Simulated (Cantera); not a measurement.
A Cantera script and its output.

```python
import numpy as np
import cantera as ct

gas = ct.Solution("gri30.yaml")
gas.TPX = 1575, 1700000, {'CO': 1, 'H2': 0.13, 'CH4': 0.049, 'O2': 2.07, 'N2': 7.79}
reactor = ct.IdealGasReactor(gas, energy="on", clone=False)
net = ct.ReactorNet([reactor])
net.rtol, net.atol = 1e-08, 1e-16
show = ['CO', 'H2', 'CH4', 'HCN', 'C2H6', 'HO2']
times = np.geomspace(2e-06, 0.7, 16)

steps = ct.SolutionArray(gas, extra=["t"])
rows = []
print(f"{'t/s':>10s}{'T/K':>9s}{'P/Pa':>11s}" + "".join(f"{s:>11s}" for s in show))
for t in times:
    while net.time < t:
        t_next = net.step()
        steps.append(gas.state, t=t_next)
    rows.append([np.interp(t, steps.t, y) for y in (steps.T, steps.P, *steps(*show).X.T)])
    print(f"{t:10.3e}{rows[-1][0]:9.1f}{rows[-1][1]:11.4g}" + "".join(f"{x:11.3e}" for x in rows[-1][2:]))
rate = np.gradient(steps.T, steps.t)
print("integrator steps:", len(steps.t))
if steps.T.max() > steps.T[0] + 200:
    print(f"time of steepest temperature rise: {steps.t[rate.argmax()]:.4e} s")
gas.TPX = 1575, 1700000, {'CO': 1, 'H2': 0.13, 'CH4': 0.049, 'O2': 2.07, 'N2': 7.79}
gas.equilibrate("UV")
print(f"equilibrium (UV): T = {gas.T:.1f} K  " + "  ".join(f"{s} {gas[s].X[0]:.3e}" for s in show))
```

Output:

```
       t/s      T/K       P/Pa         CO         H2        CH4        HCN       C2H6        HO2
 2.000e-06   1577.1  1.702e+06  9.045e-02  1.150e-02  4.287e-03  1.659e-12  1.476e-06  7.436e-05
 4.684e-06   1875.9  2.006e+06  7.687e-02  4.254e-04  1.508e-06  1.595e-09  9.002e-13  1.143e-04
 1.097e-05   2436.6  2.526e+06  1.600e-02  2.804e-04  3.899e-18  2.048e-11  1.560e-31  2.165e-05
 2.569e-05   2580.4  2.652e+06  3.538e-03  1.024e-04  1.796e-18  5.161e-12  8.914e-31  1.284e-05
 6.018e-05   2585.5  2.656e+06  2.958e-03  9.456e-05  1.690e-19  4.406e-12  2.060e-35  1.277e-05
 1.409e-04   2582.8  2.653e+06  2.926e-03  9.373e-05  1.518e-19  4.479e-12  1.053e-35  1.265e-05
 3.301e-04   2577.1  2.647e+06  2.863e-03  9.200e-05  1.424e-19  4.581e-12  9.349e-36  1.240e-05
 7.731e-04   2566.9  2.637e+06  2.751e-03  8.893e-05  1.266e-19  4.626e-12  7.548e-36  1.195e-05
 1.811e-03   2553.6  2.622e+06  2.610e-03  8.505e-05  1.082e-19  4.495e-12  5.680e-36  1.138e-05
 4.241e-03   2544.7  2.613e+06  2.519e-03  8.253e-05  9.724e-20  4.330e-12  4.682e-36  1.101e-05
 9.933e-03   2543.0  2.611e+06  2.502e-03  8.207e-05  9.530e-20  4.295e-12  4.515e-36  1.094e-05
 2.326e-02   2543.0  2.611e+06  2.502e-03  8.206e-05  9.528e-20  4.294e-12  4.512e-36  1.094e-05
 5.449e-02   2543.0  2.611e+06  2.502e-03  8.206e-05  9.528e-20  4.294e-12  4.512e-36  1.094e-05
 1.276e-01   2543.0  2.611e+06  2.502e-03  8.206e-05  9.528e-20  4.294e-12  4.512e-36  1.094e-05
 2.989e-01   2543.0  2.611e+06  2.502e-03  8.206e-05  9.528e-20  4.294e-12  4.512e-36  1.094e-05
 7.000e-01   2543.0  2.611e+06  2.502e-03  8.206e-05  9.528e-20  4.294e-12  4.512e-36  1.094e-05
integrator steps: 1442
time of steepest temperature rise: 3.6223e-06 s
equilibrium (UV): T = 2543.0 K  CO 2.502e-03  H2 8.206e-05  CH4 1.414e-19  HCN 4.294e-12  C2H6 8.547e-36  HO2 1.094e-05
```

Detailed kinetics in Cantera: GRI-Mech 3.0 (53 species, 325 reactions). The pressure lies above the range GRI-Mech 3.0 was tuned for (to about 10 atm).
